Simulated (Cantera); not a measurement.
Charge: 1 mol (CH3)2SiCl2, 450 mol H2, equilibrated at 2150 K and 13.3 mbar.

These are equilibrium values from Cantera (NASA tables, ideal gas, pure condensed phases), not measurements of a reactor. The feed counts by its element totals alone. The tables' values for SiCl are old estimates; treat these amounts as uncertain. Gases not in the tables: Si2H6 and higher silanes. Rates play no part.

| species | before | after |
|---|---|---|
| H2 | 0.956 | 0.986 |
| H | 0.0357 | 0.00838 |
| HCl | 0.00419 | 0.00435 |
| Si | 0.00155 | 0.000106 |
| SiC2 | 0.000122 | 5.05e-6 |
| CH4 | 3.58e-6 | 5.53e-5 |
| Si2C | 7.61e-5 | 5.24e-6 |
| Cl | 0.000114 | 2.70e-5 |
| SiH | 8.53e-5 | 2.58e-5 |
| SiCl | 1.16e-5 | 3.53e-6 |
| C(graphite), mol | 0.0286 | 0 |
| SiC(s), mol | 0.0990 | 0.916 |
Gas species are given as mole fractions.

Problem. What was changed between the two runs?
A) H2 from 450 to 1 mol
B) pressure from 13.3 mbar to 0.250 bar
C) H2 from 450 to 3.2 mol
D) temperature from 2150 K to 2048.15 K

Solution. B, pressure from 13.3 mbar to 0.250 bar
